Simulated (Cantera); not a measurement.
Source: NASA polynomial tables (part measured, part estimated), evaluated in Cantera. Values are per mole of reaction as written; species without (g) are pure solids or liquids, kept so even where they would boil at 1 bar. ZrN: taken at fixed stoichiometry.

2 NH₃(g) + 2 ZrO₂ = 4 O(g) + 2 ZrN + 3 H₂(g), with ΔH° = 2553.1 kJ and ΔS° = 628.3 J/K at 300 K.

Task: How far is the shortcut ΔG° ≈ ΔH°(300 K) − T·ΔS°(300 K) from the full temperature-dependent value at 2148, 2173, 2198, 2223, 2248, 2273, 2298, 2323, 2348, 2373 K?

Result: 
```
T (K)  shortcut (kJ)  full (kJ)  difference (kJ)  difference in log10 K          condensed phases
-----  -------------  ---------  ---------------  ---------------------  ------------------------
2148          1203.6     1118.5             85.2                  -2.07  ZrO₂(tetragonal), ZrN(s)
2173          1187.9     1101.4             86.5                  -2.08  ZrO₂(tetragonal), ZrN(s)
2198          1172.2     1084.4             87.8                  -2.09  ZrO₂(tetragonal), ZrN(s)
2223          1156.5     1067.4             89.1                  -2.09  ZrO₂(tetragonal), ZrN(s)
2248          1140.8     1050.4             90.5                  -2.10  ZrO₂(tetragonal), ZrN(s)
2273          1125.1     1033.3             91.8                  -2.11  ZrO₂(tetragonal), ZrN(s)
2298          1109.4     1016.3             93.1                  -2.12  ZrO₂(tetragonal), ZrN(s)
2323          1093.7      999.2             94.4                  -2.12  ZrO₂(tetragonal), ZrN(s)
2348          1078.0      982.2             95.8                  -2.13  ZrO₂(tetragonal), ZrN(s)
2373          1062.3      965.1             97.1                  -2.14  ZrO₂(tetragonal), ZrN(s)
```
The shortcut ignores heat capacities and the phase changes listed.
